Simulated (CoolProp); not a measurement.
A Linde-Hampson liquefier for nitrogen: isothermal reversible compression at 280 K from 1 atm to 30 MPa, throttling to 1 atm, return gas leaving the recuperator 2 K below the feed. Each further row changes one setting.

The numbers come from the reference Helmholtz-energy equation of state, Span 2000 in CoolProp.

| case | liquid yield per pass | compression work (kJ/kg of gas) |
|---|---|---|
| as stated | 0.105 | 474 |
| high pressure 60 MPa | … | … |
| warm-end temperature 310 K | … | … |
| warm-end gap 7 K | … | 474 |

**Question.** Complete the blanks.

**Answer.** 
- high pressure 60 MPa, liquid yield per pass: 0.096
- high pressure 60 MPa, compression work (kJ/kg of gas): 549
- warm-end temperature 310 K, liquid yield per pass: 0.075
- warm-end temperature 310 K, compression work (kJ/kg of gas): 529
- warm-end gap 7 K, liquid yield per pass: 0.093
